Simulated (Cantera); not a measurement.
Charge: 1 mol PbCl2, 0.95 mol HCl, 1.8 mol H2, held at 1000 Pa.

Equilibrium computed with Cantera from the NASA thermochemical tables; the gas is ideal and each condensed phase is pure. Candidate condensed phases: Pb, PbCl2; 10 gas species. The tables' values for PbCl4 are old estimates; treat these amounts as uncertain. The numbers say what is thermodynamically allowed, not how fast it happens. All values below are at 1050 °C.

Base state: HCl 0.454, H2 0.310, PbCl 0.138, PbCl2 0.0515, Pb 0.0459, PbCl4 3.31e-5, Cl 1.09e-5 (mole fractions); condensed: gas only.

Q: What changes in the equilibrium state with this change: HCl from 0.95 to 4 mol?

A: 
```
species   before     after
-------  -------  --------
HCl        0.454     0.661
H2         0.310     0.200
PbCl       0.138    0.0751
Pb        0.0459    0.0138
PbCl2     0.0515    0.0506
PbCl4    3.31e-5  0.000106
Cl       1.09e-5   1.96e-5
```
